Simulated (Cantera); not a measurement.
Input (Python, Cantera):

```python
import numpy as np
import cantera as ct

gas = ct.Solution("gri30.yaml")
gas.TPX = 1625, 470, {'C2H6': 1, 'N2': 78}
inlet = ct.Reservoir(gas, clone=True)

reactor = ct.IdealGasConstPressureReactor(gas, energy="off", clone=False)
exhaust = ct.Reservoir(gas, clone=True)
tau = [2.3, 0.59, 0.15, 0.04, 0.01, 0.0027, 0.00071, 0.00018][0]
for a, b in ((inlet, reactor), (reactor, exhaust)):
    ct.MassFlowController(a, b, mdot=lambda t: reactor.mass / tau)
net = ct.ReactorNet([reactor])
show = ['C2H6', 'H2', 'HCN', 'C2H', 'C2H2', 'CH3', 'CH2']

rows = []
print(f"{'tau/s':>10s}{'T/K':>9s}" + "".join(f"{s:>11s}" for s in show))
for tau in [2.3, 0.59, 0.15, 0.04, 0.01, 0.0027, 0.00071, 0.00018]:
    net.initial_time = 0.0
    net.advance(30 * tau)
    before = gas.X
    net.advance(40 * tau)
    drift = np.max(np.abs(gas.X - before) / (gas.X + 1e-9))
    rows.append([gas.T, *gas[show].X, drift])
    print(f"{tau:10.3e}{gas.T:9.1f}" + "".join(f"{x:11.3e}" for x in gas[show].X))
```

Result:

```
     tau/s      T/K       C2H6         H2        HCN        C2H       C2H2        CH3        CH2
 2.300e+00   1625.0  1.877e-05  2.268e-02  1.033e-04  6.408e-07  1.155e-02  2.871e-04  2.846e-06
 5.900e-01   1625.0  6.801e-05  2.121e-02  5.519e-05  7.264e-07  1.087e-02  5.626e-04  5.265e-06
 1.500e-01   1625.0  2.438e-04  1.868e-02  2.846e-05  8.127e-07  9.439e-03  1.105e-03  9.114e-06
 4.000e-02   1625.0  8.199e-04  1.469e-02  1.423e-05  8.096e-07  6.776e-03  2.081e-03  1.398e-05
 1.000e-02   1625.0  2.794e-03  8.729e-03  5.838e-06  5.204e-07  2.770e-03  3.625e-03  1.772e-05
 2.700e-03   1625.0  7.227e-03  2.970e-03  1.432e-06  1.020e-07  3.254e-04  4.004e-03  1.330e-05
 7.100e-04   1625.0  1.129e-02  2.533e-04  4.513e-08  3.859e-10  2.647e-06  1.974e-03  2.960e-06
 1.800e-04   1625.0  1.235e-02  3.217e-06  8.863e-12  4.200e-15  2.495e-09  5.830e-04  9.707e-08
```

Model: GRI-Mech 3.0 (53 species, 325 reactions), integrated in Cantera. GRI-Mech 3.0 stops at C3 and has no aromatics, soot or wall deposition, so with more carbon than oxygen in the feed, carbon stays in small species such as C2H2 where larger ones or solid carbon would form. Radical loss at walls, strong at low pressure, is not modelled.
